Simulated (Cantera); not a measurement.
Feed: 1 mol SiCl4, 1.7 mol Cl2, 11 mol H2, held at 1000 K and 1280 Torr.

These are equilibrium values from Cantera (NASA tables, ideal gas, pure condensed phases), not measurements of a reactor. Candidate condensed phases: Si; 19 gas species. The tables' values for SiCl3 are old estimates; treat these amounts as uncertain. The numbers say what is thermodynamically allowed, not how fast it happens.

Base state: H2 0.677, HCl 0.250, SiCl4 0.0716, SiHCl3 0.00137, SiCl3 2.22e-5 (mole fractions); condensed: gas only.

**Question.** What changes in the equilibrium state with this change: H2 from 11 to 0.27 mol?

**Answer.** 
| species | before | after |
|---|---|---|
| Cl2 | <1e-9 | 0.481 |
| SiCl4 | 0.0716 | 0.337 |
| HCl | 0.250 | 0.182 |
| H2 | 0.677 | <1e-9 |
| SiHCl3 | 0.00137 | <1e-9 |
| Cl | <1e-9 | 0.000207 |
| SiCl3 | 2.22e-5 | <1e-9 |
